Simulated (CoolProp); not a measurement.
Aqueous propylene glycol as a coolant, 37 % by mass, freezing at -17.9 °C, 1 atm.

Model: Melinder's fits for secondary coolants, in CoolProp.

| T (°C) | viscosity (mPa s) | Prandtl number | conductivity (W/(m K)) | density (kg/m³) |
|---|---|---|---|---|
| -16.4 | 28.9 | 270 | 0.389 | 1045 |
| -6.2 | 14.7 | 136 | 0.396 | 1042 |
| 3.9 | 8.26 | 76.0 | 0.402 | 1038 |
| 14 | 5.04 | 46.1 | 0.409 | 1033 |
| 24.1 | 3.32 | 30.1 | 0.416 | 1028 |
| 34.2 | 2.33 | 20.9 | 0.423 | 1022 |
